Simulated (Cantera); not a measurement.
An isothermal, constant-pressure homogeneous reactor starts with H2 : O2 : N2 = 1.3 : 1 : 3 (molar parts), equivalence ratio 0.65, at 825 K and 0.640 bar. Integrator tolerance rtol = 1e-08.

Model: GRI-Mech 3.0 (53 species, 325 reactions), integrated in Cantera. Below about 950 K walls govern HO2 and H2O2 in real vessels. The temperature is held fixed by assumption; the heat of reaction is taken as removed at once.

Problem. What does this change do: H2 1.3 to 0.48 parts?

Solution. 
```tsv
quantity	before	after
x(H2) at 50.0 s	0.141 (gas-phase equilibrium <1e-12)	0.0415 (gas-phase equilibrium <1e-12)
x(O2) at 50.0 s	0.140 (gas-phase equilibrium 0.0753)	0.196 (gas-phase equilibrium 0.179)
x(H2O) at 50.0 s	0.118 (gas-phase equilibrium 0.280)	0.0688 (gas-phase equilibrium 0.113)
x(H2O2) at 50.0 s	0.000854 (gas-phase equilibrium 1.15e-11)	0.000599 (gas-phase equilibrium 7.20e-12)
x(O) at 50.0 s	1.54e-9 (gas-phase equilibrium <1e-12)	3.49e-9 (gas-phase equilibrium <1e-12)
x(NO) at 50.0 s	<1e-12 (gas-phase equilibrium 1.66e-6)	<1e-12 (gas-phase equilibrium 2.68e-6)
x(H) at 50.0 s	1.17e-8 (gas-phase equilibrium <1e-12)	6.27e-9 (gas-phase equilibrium <1e-12)
```

Problem. What does this change do: temperature 825 to 1375 K?

Solution. 
```
quantity                                              before                                     after
-----------------  -----------------------------------------  ----------------------------------------
x(H2) at 50.0 s         0.141 (gas-phase equilibrium <1e-12)   3.92e-7 (gas-phase equilibrium 3.93e-7)
x(O2) at 50.0 s         0.140 (gas-phase equilibrium 0.0753)     0.0753 (gas-phase equilibrium 0.0751)
x(H2O) at 50.0 s         0.118 (gas-phase equilibrium 0.280)       0.280 (gas-phase equilibrium 0.280)
x(H2O2) at 50.0 s  0.000854 (gas-phase equilibrium 1.15e-11)   5.80e-9 (gas-phase equilibrium 5.79e-9)
x(O) at 50.0 s        1.54e-9 (gas-phase equilibrium <1e-12)   2.20e-7 (gas-phase equilibrium 2.19e-7)
x(NO) at 50.0 s       <1e-12 (gas-phase equilibrium 1.66e-6)  1.88e-5 (gas-phase equilibrium 0.000342)
x(H) at 50.0 s        1.17e-8 (gas-phase equilibrium <1e-12)   2.70e-9 (gas-phase equilibrium 2.70e-9)
```
